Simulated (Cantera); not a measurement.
Input: 1 mol BN, 0.17 mol O2, 15 mol H2, 2.2 mol H2O, held at 1452 °C and 0.100 bar.

These are equilibrium values from Cantera (NASA tables, ideal gas, pure condensed phases), not measurements of a reactor. Candidate condensed phases: B, BN, B2O3, B3O3H3, H2O; 39 gas species. Kinetics and transport are ignored.

Base state: H2 0.885, HBO2 0.0454, H2O 0.0355, N2 0.0275, B2O3 0.00368, HBO 0.00208, H 0.000553, BO 2.52e-5 (mole fractions); condensed: gas only.

**Question.** What changes in the equilibrium state with this change: BN replaced by Si3N4?

**Answer.** 
| species | before | after |
|---|---|---|
| H2 | 0.885 | 0.922 |
| N2 | 0.0275 | 0.0532 |
| SiO | 0 | 0.0235 |
| HBO2 | 0.0454 | 0 |
| H2O | 0.0355 | 0.000186 |
| B2O3 | 0.00368 | 0 |
| HBO | 0.00208 | 0 |
| BO | 2.52e-5 | 0 |
| B2O2 | 2.15e-5 | 0 |
| H | 0.000553 | 0.000564 |
| SiO2(condensed), mol | 0 | 0.545 |
| Si2N2O(s), mol | 0 | 1.01 |
Mutual solubility and eutectic melting of coexisting phases are not modelled. The tables hold silica as quartz up to 1696 K and as liquid above; real silica turns to tridymite and cristobalite and melts near 1996 K. Further candidate phases: Si, SiO2, Si2N2O, Si3N4.
